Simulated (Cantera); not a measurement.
Charge: 1 mol S, 7 mol H2, 0.26 mol O2, equilibrated at 1875 K and 0.0110 bar.

Method: chemical equilibrium by Gibbs-energy minimisation in Cantera with the NASA 1993 tables (ideal gas, pure condensed phases). Candidate condensed phases: H2O, H2SO4, S; 19 gas species. Kinetics and transport are ignored.

Base state: H2 0.844, H2O 0.0675, S2 0.0506, H2S 0.0169, SH 0.0110, H 0.00574, S 0.00285, SO 0.00147 (mole fractions); condensed: gas only.

Question: What changes in the equilibrium state with this change: 0.035 mol NH3 added?

Answer: 
```tsv
species	before	after
H2	0.844	0.843
H2O	0.0675	0.0669
S2	0.0506	0.0501
N2	0	0.00232
H2S	0.0169	0.0168
SH	0.0110	0.0109
SO2	0.000279	0.000273
S2O	2.70e-5	2.65e-5
SO	0.00147	0.00145
```
